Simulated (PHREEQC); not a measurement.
Nickel, zinc or cadmium bath: an equilibrium model

Dissolve 0.097 mol NiSO4, 0.0023 mol NaCl and 0.0016 mol FeSO4 per kg of water at 20 °C. Closed to the air; pH follows from the charge balance.

The numbers come from PHREEQC with the ion-association model, wateq4f.dat.

Each row changes one thing in this solution. This is a speciation only: nothing precipitates in the calculation.

| case | pH | ionic strength (mol/kgw) | SO4-2 (mol/kgw) | Ni+2 (mol/kgw) | NiSO4 (mol/kgw) | Ni(SO4)2-2 (mol/kgw) | SI of Morenosite (NiSO4:7H2O) |
|---|---|---|---|---|---|---|---|
| as made | 6.08 | 0.216 | 0.0534 | 0.0527 | 0.0441 | 0.000129 | -1.22 |
| temperature from 20 to 75 °C | 5.57 | 0.203 | 0.0501 | 0.0496 | 0.0472 | [?] | [?] |
| NaCl left out | 6.08 | 0.214 | 0.0533 | 0.0526 | 0.0443 | 0.000130 | -1.21 |
| FeSO4 from 0.0016 to 0.00144 mol/kgw | 6.08 | 0.216 | 0.0533 | 0.0527 | 0.0441 | 0.000129 | -1.22 |
| NaCl from 0.0023 to 0.00023 mol/kgw | 6.08 | 0.214 | 0.0533 | 0.0526 | 0.0443 | 0.000130 | -1.21 |
| diluted 100-fold with water | 6.57 | 0.00361 | 0.000897 | 0.000882 | 8.81e-5 | [?] | [?] |
| NaCl from 0.0023 to 0.00115 mol/kgw | 6.08 | 0.215 | 0.0534 | 0.0526 | [?] | 0.000129 | -1.22 |
| FeSO4 from 0.0016 to 0.0008 mol/kgw | 6.08 | 0.215 | 0.0530 | 0.0527 | 0.0440 | 0.000128 | -1.22 |
| FeSO4 replaced by Fe2(SO4)3 at the same molality | 3.50 | 0.219 | 0.0538 | 0.0527 | 0.0441 | 0.000130 | -1.22 |

Fill in the missing entries.


- temperature from 20 to 75 °C, Ni(SO4)2-2 (mol/kgw): 8.74e-5
- temperature from 20 to 75 °C, SI of Morenosite (NiSO4:7H2O): -1.71
- diluted 100-fold with water, Ni(SO4)2-2 (mol/kgw): 4.45e-9
- diluted 100-fold with water, SI of Morenosite (NiSO4:7H2O): -3.93
- NaCl from 0.0023 to 0.00115 mol/kgw, NiSO4 (mol/kgw): 0.0442

Some of these states are supersaturated (in Jarosite-Na, Fe(OH)3(a), for instance). In wateq4f.dat the enthalpy of Ni(OH)2 has the wrong sign, so its saturation index can't be trusted away from 25 °C. At this temperature some constants are extrapolated from 25 °C, and those without enthalpy data are left unchanged.
